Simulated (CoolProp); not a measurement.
Vapour-liquid equilibrium of R143a (1) + R1234yf (2) at 301 K; x and y are mole fractions of (1).

Computed with CoolProp (multi-fluid Helmholtz-energy mixture model, Lemmon and Jacobsen 2000 and Lemmon 2022; pair parameters Bell 2016).

```tsv
x	bubble pressure (MPa)	y at the bubble point	dew pressure at overall composition x (MPa)	liquid density (mol/L)
0.05	0.7720	0.082	0.7589	9.543
0.15	0.8366	0.227	0.8014	9.669
0.25	0.8997	0.352	0.8479	9.800
0.35	0.9617	0.463	0.8987	9.934
0.45	1.023	0.563	0.9542	10.07
0.55	1.084	0.654	1.015	10.22
0.65	1.144	0.739	1.081	10.36
0.75	1.205	0.818	1.152	10.52
0.85	1.266	0.893	1.230	10.68
0.95	1.327	0.965	1.314	10.84
```

No azeotrope shows between x = 0.05 and 0.95.

The pair parameters rest on a limited set of measurements; away from them the model extrapolates.
